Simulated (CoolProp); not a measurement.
Methanol at several states: density (kg/m³) from the reference equation and from simpler models built on Tc = 240.2 °C, pc = 82.16 bar, ω = 0.565; each cubic takes its own stable root.

Values from CoolProp's reference Helmholtz-energy equation of state, de Reuck 1993.

```json
[
 {"T (°C)": "20.75", "p (bar)": "268", "phase": "liquid", "reference": "813.0", "van der Waals": "(withheld)", "Soave-Redlich-Kwong": "617.4", "Peng-Robinson": "692.9"},
 {"T (°C)": "188.85", "p (bar)": "0.488", "phase": "gas", "reference": "0.4083", "van der Waals": "0.4080", "Soave-Redlich-Kwong": "0.4083", "Peng-Robinson": "0.4084"},
 {"T (°C)": "66.85", "p (bar)": "377", "phase": "liquid", "reference": "(withheld)", "van der Waals": "398.3", "Soave-Redlich-Kwong": "(withheld)", "Peng-Robinson": "(withheld)"},
 {"T (°C)": "-22.75", "p (bar)": "16.9", "phase": "liquid", "reference": "832.4", "van der Waals": "(withheld)", "Soave-Redlich-Kwong": "635.6", "Peng-Robinson": "713.1"},
 {"T (°C)": "-30.45", "p (bar)": "1.26", "phase": "liquid", "reference": "838.6", "van der Waals": "(withheld)", "Soave-Redlich-Kwong": "(withheld)", "Peng-Robinson": "717.1"},
 {"T (°C)": "135.45", "p (bar)": "195", "phase": "liquid", "reference": "701.0", "van der Waals": "355.2", "Soave-Redlich-Kwong": "523.2", "Peng-Robinson": "(withheld)"}
]
```

Some entries are withheld; supply them.


- 20.75, van der Waals: 407.3
- 66.85, reference: 784.1
- 66.85, Soave-Redlich-Kwong: 592.4
- 66.85, Peng-Robinson: 665.3
- -22.75, van der Waals: 408.1
- -30.45, van der Waals: 2.053
- -30.45, Soave-Redlich-Kwong: 639.4
- 135.45, Peng-Robinson: 589.8

At some of these states van der Waals gives the other phase, because its saturation line lies elsewhere.
